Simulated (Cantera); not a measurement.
# Equilibrium for aluminium and copper etching: Al + Cl₂ + N₂

Charge: 1 mol Al, 3.7 mol Cl₂, 7.5 mol N₂, at 0.0133 bar.

Equilibrium computed with Cantera from the NASA thermochemical tables; the gas is ideal and each condensed phase is pure. Candidate condensed phases: Al, AlCl₃, AlN; 11 gas species. Kinetics and transport are ignored.

| T (°C) | x N₂ | x Cl₂ | x Cl | x AlCl₃ | x Al₂Cl₆ |
|---|---|---|---|---|---|
| 227 | 0.734 | 0.215 | 5.79e-10 | 0.00432 | 0.0468 |
| 327 | 0.721 | 0.211 | 7.79e-8 | 0.0393 | 0.0284 |
| 427 | 0.704 | 0.206 | 2.60e-6 | 0.0854 | 0.00421 |
| 527 | 0.701 | 0.206 | 3.67e-5 | 0.0927 | 0.000383 |
| 627 | 0.701 | 0.205 | 0.000290 | 0.0933 | 5.44e-5 |
| 727 | 0.700 | 0.205 | 0.00152 | 0.0934 | 1.16e-5 |
| 827 | 0.699 | 0.202 | 0.00590 | 0.0932 | 3.30e-6 |
| 927 | 0.695 | 0.195 | 0.0181 | 0.0926 | 1.17e-6 |
| 1027 | 0.685 | 0.178 | 0.0454 | 0.0913 | 4.83e-7 |
| 1127 | 0.668 | 0.148 | 0.0948 | 0.0890 | 2.23e-7 |
| 1227 | 0.643 | 0.106 | 0.165 | 0.0858 | 1.12e-7 |
x: gas mole fraction; nothing condenses.

From 227 °C to 1227 °C nothing is condensed. The main Al-bearing gas is Al₂Cl₆ at 227 °C and AlCl₃ at 1227 °C.
